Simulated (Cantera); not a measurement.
Feed: 1 mol MgO, 11 mol CO, 0.18 mol H2, equilibrated at 2227 °C and 0.0133 bar.

These are equilibrium values from Cantera (NASA tables, ideal gas, pure condensed phases), not measurements of a reactor. Candidate condensed phases: C, C6H6, C7H8, C8H18, H2O, Mg, MgCO3, MgO, Mg(OH)2; 116 gas species. The tables' values for MgH are old estimates; treat these amounts as uncertain. Rates play no part.

Base state: CO 0.821, Mg 0.0805, CO2 0.0715, H 0.0143, H2 0.00429, O 0.00349, H2O 0.00232, OH 0.00160 (mole fractions); condensed: gas only.

Q: What changes in the equilibrium state with this change: CO from 11 to 1.5 mol?

A: 
```csv
species,before,after
CO,0.821,0.532
Mg,0.0805,0.207
CO2,0.0715,0.137
H2O,0.00232,0.0355
OH,0.00160,0.0107
H2,0.00429,0.0222
O,0.00349,0.0103
H,0.0143,0.0325
Mg(OH)2,2.89e-7,3.36e-5
MgOH,0.000103,0.00179
O2,0.000774,0.00676
"MgO(s), mol",0,0.523
```

Q: What changes in the equilibrium state with this change: H2 from 0.18 to 0.72 mol?

A: 
| species | before | after |
|---|---|---|
| CO | 0.821 | 0.788 |
| Mg | 0.0805 | 0.0762 |
| CO2 | 0.0715 | 0.0576 |
| H2 | 0.00429 | 0.0250 |
| H | 0.0143 | 0.0345 |
| H2O | 0.00232 | 0.0114 |
| MgH | 1.21e-5 | 2.77e-5 |
| OH | 0.00160 | 0.00324 |
| MgOH | 0.000103 | 0.000198 |
| O2 | 0.000774 | 0.000546 |
